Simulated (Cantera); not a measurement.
An adiabatic, constant-pressure homogeneous reactor starts with 17.3 % CO, 17.3 % H2, 2.59 % CH4, 13.2 % O2, 49.7 % N2, equivalence ratio 1.7, at 1200 K and 450000 Pa.

Model: GRI-Mech 3.0 (53 species, 325 reactions), integrated in Cantera.

**Question.** Predict: time of steepest temperature rise; temperature at 1.00 s; equilibrium temperature; x(CO) at 1.00 s; x(H2) at 1.00 s; x(NO) at 1.00 s.

**Answer.** 
```json
{
 "time_of_steepest_temperature_rise": "50.3 µs",
 "temperature at 1.00 s": "2751 K",
 "equilibrium_temperature": "2751 K",
 "x(CO) at 1.00 s": "0.146 (gas-phase equilibrium 0.146)",
 "x(H2) at 1.00 s": "0.0561 (gas-phase equilibrium 0.0561)",
 "x(NO) at 1.00 s": "0.00168 (gas-phase equilibrium 0.00168)"
}
```
